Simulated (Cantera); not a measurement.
A freely propagating, adiabatic, planar premixed flame of CH4 : C2H6 : O2 : N2 = 1 : 0.087 : 3.49 : 13.1 (molar parts), unburnt at 400 K and 760 Torr; mixture-averaged transport, grid criteria slope 0.08 and curve 0.16, no radiation.

Model: GRI-Mech 3.0 (53 species, 325 reactions), integrated in Cantera. Burning velocities carry a grid error of a few per cent, more on coarse grids.

x: mole fraction of selected species; z is measured from the peak of heat release.

| z (mm) | T (K) | u (m/s) | x CH4 | x C2H6 | x O2 | x H2O2 | x N2O | x O |
|---|---|---|---|---|---|---|---|---|
| -1.77 | 400 | 0.311 | 0.0565 | 0.00492 | 0.197 | 6.76e-8 | <1e-8 | <1e-8 |
| -1.18 | 405 | 0.314 | 0.0562 | 0.00491 | 0.197 | 8.98e-7 | <1e-8 | <1e-8 |
| -0.885 | 419 | 0.326 | 0.0555 | 0.00489 | 0.196 | 3.65e-6 | <1e-8 | <1e-8 |
| -0.590 | 497 | 0.388 | 0.0517 | 0.00472 | 0.190 | 1.82e-5 | <1e-8 | <1e-8 |
| -0.295 | 852 | 0.670 | 0.0353 | 0.00327 | 0.160 | 5.22e-5 | 3.44e-8 | [?] |
| -0.147 | 1186 | 0.937 | 0.0194 | 0.00144 | 0.129 | 3.59e-5 | 7.98e-8 | [?] |
| 0 | 1506 | 1.19 | 0.00423 | 7.97e-5 | 0.0945 | 2.11e-6 | 1.60e-7 | [?] |
| 0.147 | 1637 | 1.29 | 0.000225 | 1.21e-7 | 0.0776 | 6.37e-7 | 2.65e-7 | [?] |
| 0.295 | 1692 | 1.33 | 7.06e-6 | <1e-8 | 0.0725 | 5.21e-7 | 3.42e-7 | [?] |
| 0.590 | 1754 | 1.37 | 1.09e-8 | <1e-8 | 0.0691 | 3.59e-7 | 4.23e-7 | [?] |
| 1.18 | 1808 | 1.41 | <1e-8 | <1e-8 | 0.0675 | 2.11e-7 | 5.12e-7 | [?] |
| 2.36 | 1839 | 1.43 | <1e-8 | <1e-8 | 0.0670 | 1.09e-7 | 5.38e-7 | [?] |
| 4.72 | 1851 | 1.44 | <1e-8 | <1e-8 | 0.0669 | 5.54e-8 | 3.62e-7 | [?] |

### Question
What belongs in the gaps?

### Answer

- -0.295, x O: 1.25e-6
- -0.147, x O: 3.77e-5
- 0, x O: 0.000642
- 0.147, x O: 0.00219
- 0.295, x O: 0.00248
- 0.590, x O: 0.00193
- 1.18, x O: 0.00101
- 2.36, x O: 0.000371
- 4.72, x O: 0.000122
